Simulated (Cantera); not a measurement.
Moist CO burnout

An isothermal, constant-pressure homogeneous reactor starts with 0.564 % CO, 0.426 % O2, 0.00990 % H2O, 99.0 % N2, at 1400 K and 150 Torr.

Model: GRI-Mech 3.0 (53 species, 325 reactions), integrated in Cantera.

| t (s) | x CO | x O2 | x H2O | x NO2 | x NO | x H | x H2 |
|---|---|---|---|---|---|---|---|
| 9.00e-5 | 0.00564 | 0.00426 | 9.90e-5 | <1e-12 | <1e-12 | <1e-12 | <1e-12 |
| 0.000206 | 0.00564 | 0.00426 | 9.90e-5 | <1e-12 | <1e-12 | <1e-12 | <1e-12 |
| 0.000473 | 0.00564 | 0.00426 | 9.90e-5 | <1e-12 | <1e-12 | 2.70e-12 | <1e-12 |
| 0.00109 | 0.00564 | 0.00426 | 9.90e-5 | <1e-12 | <1e-12 | 1.73e-11 | <1e-12 |
| 0.00249 | 0.00564 | 0.00426 | 9.90e-5 | <1e-12 | <1e-12 | 1.01e-10 | <1e-12 |
| 0.00571 | 0.00564 | 0.00426 | 9.90e-5 | <1e-12 | <1e-12 | 5.80e-10 | 1.27e-11 |
| 0.0131 | 0.00564 | 0.00426 | 9.90e-5 | <1e-12 | <1e-12 | 4.16e-9 | 1.88e-10 |
| 0.0300 | 0.00564 | 0.00426 | 9.89e-5 | <1e-12 | 5.80e-12 | 9.09e-8 | 6.14e-9 |
| 0.0688 | 0.00518 | 0.00385 | 7.29e-5 | 5.44e-12 | 1.25e-8 | 3.71e-5 | 1.48e-6 |
| 0.158 | 0.00289 | 0.00228 | 6.56e-6 | 6.13e-10 | 1.77e-6 | 0.000169 | 1.68e-6 |
| 0.362 | 0.00162 | 0.00197 | 2.34e-5 | 1.26e-9 | 5.21e-6 | 0.000127 | 3.60e-6 |
| 0.829 | 0.000629 | 0.00167 | 6.87e-5 | 1.72e-9 | 7.11e-6 | 3.83e-5 | 3.48e-6 |
| 1.90 | 0.000193 | 0.00151 | 9.02e-5 | 3.08e-9 | 7.89e-6 | 6.40e-6 | 1.30e-6 |
| 4.36 | 5.22e-5 | 0.00145 | 9.60e-5 | 5.63e-9 | 8.25e-6 | 9.07e-7 | 3.69e-7 |
| 10.0 | 1.38e-5 | 0.00144 | 9.79e-5 | 7.96e-9 | 8.38e-6 | 1.28e-7 | 9.99e-8 |
x: mole fraction; the columns are a selection and need not sum to one.

Equilibrium at this temperature and pressure: CO 3.33e-7, O2 0.00141, H2O 9.91e-5, NO2 1.81e-8, NO 6.69e-5, H 5.68e-10, H2 2.69e-9 (gas phase only).
